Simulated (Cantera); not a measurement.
# Catalytic stagnation flow on Pt

A jet of CH₄ : O₂ : N₂ = 0.076 : 0.13 : 0.79 (molar parts), equivalence ratio 1.2 at 300 K and 75.0 Torr hits a platinum plate 5.6 cm away at a mass flux of 0.058 kg/m²/s; the plate temperature is set and raised in steps from an oxygen-covered start.

Cantera simulation using Deutschmann's 1995 Pt surface mechanism with GRI-Mech 3.0 gas chemistry; the numbers are that mechanism's predictions, not measurements. Catalytic surfaces can have several steady states; this one follows from the mechanism file's or the stated starting coverage.

| plate T (K) | wall x CH₄ | wall x O₂ | wall x H₂O | wall x OH | wall x CO | wall x CO₂ | θ free Pt | θ CO* | θ C* |
|---|---|---|---|---|---|---|---|---|---|
| 900 | 0.00910 | 0.00428 | 0.124 | <1e-8 | 0.0330 | 0.0440 | 0.599 | 0.399 | 0.00265 |
| 950 | 0.00654 | 0.00323 | 0.127 | <1e-8 | 0.0413 | 0.0371 | 0.712 | 0.285 | 0.00310 |
| 1000 | 0.00504 | 0.00262 | 0.129 | <1e-8 | 0.0455 | 0.0339 | 0.815 | 0.181 | 0.00288 |
| 1050 | 0.00427 | 0.00231 | 0.129 | <1e-8 | 0.0462 | 0.0340 | 0.892 | 0.105 | 0.00213 |
| 1100 | 0.00391 | 0.00218 | 0.126 | 1.22e-8 | 0.0443 | 0.0367 | 0.941 | 0.0567 | 0.00134 |
x: mole fraction at the wall; θ: surface coverage.
